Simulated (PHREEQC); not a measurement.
Synthetic water in mg/kgw, 89 °C, pH 6.36, pe -1.3:

```
constituent         mg/kgw
------------------  ------
Na                    14.1
K                     9.34
Ca                    11.4
Mg                    3.98
Cl                    27.6
S(6) as SO4           9.85
Alkalinity as HCO3    49.8
Mn(2)               0.0228
Zn                  0.0131
```

Cl is adjusted to close the charge balance.
Valence states are taken as typed.

The numbers come from PHREEQC with the ion-association model, phreeqc.dat.

No solid was allowed to form.

**Question.** Order these Mg species by the share of Mg that they hold, largest first: Mg+2, MgSO4, MgHCO3+.

**Answer.** Mg+2 (94 %), MgSO4 (4.8 %), MgHCO3+ (1.3 %)

The pH is 6.36 and the ionic strength 0.00224 mol/kgw. Away from 25 °C the constants follow the database's enthalpies or fits; those with neither stay at their 25 °C values.
